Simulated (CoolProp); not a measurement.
Vapour-liquid equilibrium of dimethyl carbonate (1) + n-octane (2) at 5.61 bar; x and y are mole fractions of (1).

Model: multi-fluid Helmholtz-energy mixture model, Zhou 2011 and Beckmüller 2019; pair parameters Bell 2016, in CoolProp.

```json
[
 {"x": "0.05", "bubble temperature (K)": "465.2", "y at the bubble point": "0.171", "dew temperature at overall composition x (K)": "471.5", "liquid density (mol/L)": "4.829"},
 {"x": "0.2", "bubble temperature (K)": "447.0", "y at the bubble point": "0.481", "dew temperature at overall composition x (K)": "463.6", "liquid density (mol/L)": "5.368"},
 {"x": "0.35", "bubble temperature (K)": "437.6", "y at the bubble point": "0.625", "dew temperature at overall composition x (K)": "455.1", "liquid density (mol/L)": "5.906"},
 {"x": "0.5", "bubble temperature (K)": "432.6", "y at the bubble point": "0.707", "dew temperature at overall composition x (K)": "445.8", "liquid density (mol/L)": "6.507"},
 {"x": "0.65", "bubble temperature (K)": "429.7", "y at the bubble point": "0.769", "dew temperature at overall composition x (K)": "436.0", "liquid density (mol/L)": "7.229"},
 {"x": "0.8", "bubble temperature (K)": "428.1", "y at the bubble point": "0.836", "dew temperature at overall composition x (K)": "428.8", "liquid density (mol/L)": "8.131"},
 {"x": "0.95", "bubble temperature (K)": "427.8", "y at the bubble point": "0.943", "dew temperature at overall composition x (K)": "427.9", "liquid density (mol/L)": "9.268"}
]
```

y crosses x between x = 0.8 and 0.95: the model has an azeotrope there.

Pair parameters are fitted to limited data, so mixtures are less certain than the pure fluids.
